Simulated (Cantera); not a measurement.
Cantera run:

```python
import numpy as np
import cantera as ct

gas_names = """
    H HO2 H2 H2O H2O2 O OH O2 O3 V VO VO2
""".split()
cond_names = """
    H2O(s) H2O(L) V(cr) V(L) VO(s) VO(L) V2O3(s) V2O3(L) V2O4(I) V2O4(II) V2O4(L) V2O5(s) V2O5(L)
""".split()


# ... load() reads the species with a 1 bar reference pressure and builds the phases ...
atoms = {
    'V': {'V': 1},
    'H2O': {'H': 2, 'O': 1},
}
top_T = {}  # K; cautious upper limits of use, not melting points


# ... equilibrate(T, P, feed) seeds the gas with the atoms and calls Mixture.equilibrate('TP', solver="vcs", rtol=1e-11, max_steps=5000) ...
results = []
feed = {'V': 1, 'H2O': 16}  # mol
P = 1000  # Pa
for T in [1600, 1650, 1700, 1750, 1800, 1850, 1900]:
    mix = equilibrate(T, P, feed)
    results.append((T, P, feed, dict(zip(mix.species_names, mix.species_moles))))
    x = sorted(zip(gas.X, gas.species_names), reverse=True)
    print(f"T = {T:g} K  P = {P:g} Pa  gas = {mix.phase_moles(0):.4g} mol")
    print("   x: " + "  ".join(f"{s} {v:.3e}" for v, s in x if v > 1e-05))
    print("   condensed (mol): " + ("  ".join(f"{mix.phase(i).name} {mix.phase_moles(i):.4g}"
          for i in range(1, mix.n_phases) if mix.phase_moles(i) > 1e-12) or "none"))
```

It prints:

```
T = 1600 K  P = 1000 Pa  gas = 16 mol
   x: H2O 9.061e-01  H2 9.370e-02  H 1.664e-04  OH 6.302e-05  VO2 2.140e-05
   condensed (mol): V2O3(s) 0.4998
T = 1650 K  P = 1000 Pa  gas = 16 mol
   x: H2O 9.059e-01  H2 9.368e-02  H 2.781e-04  OH 1.215e-04  VO2 6.272e-05
   condensed (mol): V2O3(s) 0.4995
T = 1700 K  P = 1000 Pa  gas = 16.01 mol
   x: H2O 9.055e-01  H2 9.368e-02  H 4.510e-04  OH 2.252e-04  VO2 1.719e-04
   condensed (mol): V2O3(s) 0.4986
T = 1750 K  P = 1000 Pa  gas = 16.02 mol
   x: H2O 9.047e-01  H2 9.375e-02  H 7.121e-04  VO2 4.433e-04  OH 4.029e-04  O2 1.037e-05
   condensed (mol): V2O3(s) 0.4964
T = 1800 K  P = 1000 Pa  gas = 16.03 mol
   x: H2O 9.031e-01  H2 9.396e-02  H 1.098e-03  VO2 1.080e-03  OH 6.966e-04  O2 2.680e-05
   condensed (mol): V2O3(s) 0.4913
T = 1850 K  P = 1000 Pa  gas = 16.06 mol
   x: H2O 9.001e-01  H2 9.452e-02  VO2 2.493e-03  H 1.656e-03  OH 1.165e-03  O2 6.514e-05  O 1.556e-05
   condensed (mol): V2O3(s) 0.48
T = 1900 K  P = 1000 Pa  gas = 16.13 mol
   x: H2O 8.942e-01  H2 9.579e-02  VO2 5.460e-03  H 2.456e-03  OH 1.883e-03  O2 1.478e-04  O 3.627e-05
   condensed (mol): V2O3(s) 0.456
```

Cantera equilibrium calculation (NASA polynomials, part measured and part estimated; ideal gas, pure solids and liquids). Condensed phases not in the tables: the oxides between V2O3 and V2O5 other than VO2.
